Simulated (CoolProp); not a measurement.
C2F6 (R116) at 295.93 K and 1.2 MPa flows at 0.19 m/s in a round tube of 50 mm bore and 45 µm roughness, fully developed (64/Re and Nu = 3.66 if laminar; Colebrook and Gnielinski if turbulent). Each further row changes one setting.

Model: reference Helmholtz-energy equation of state, Lemmon 2006, in CoolProp. It is a short technical equation, of lower accuracy than the large ones.

| case | Reynolds number | Darcy friction factor | pressure drop (Pa/m) | heat-transfer coefficient (W/(m² K)) | mass flow (kg/h) |
|---|---|---|---|---|---|
| as stated | 52300 | 0.0236 | 0.668 | 40.7 | 105 |
| velocity 0.38 m/s | 105000 | 0.0217 | 2.46 | 75.4 | 211 |
| diameter 100 mm | 105000 | 0.0200 | 0.283 | 34.5 | 421 |

Viscosity comes from a separate model (Huber 2003), an estimate that may be off by 10 % or more. Thermal conductivity comes from a separate model (Huber 2003), an estimate that may be off by 10 % or more.
